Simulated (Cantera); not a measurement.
Input: 1 mol CH₃SiCl₃, 0.2 mol C₃H₈, 230 mol H₂, equilibrated at 1223.15 K.

Equilibrium computed with Cantera from the NASA thermochemical tables; the gas is ideal and each condensed phase is pure. Candidate condensed phases: C, C₆H₆, C₇H₈, C₈H₁₈, Si, SiC; 109 gas species. The feed counts by its element totals alone. Rates play no part.

### Question
At 1.00 mbar, list the 3 most abundant gas species with their mole fractions, and the condensed phases.

### Answer
H₂ 0.987, HCl 0.0128, CH₄ 1.30e-5. Condensed: C(graphite) + SiC(s).
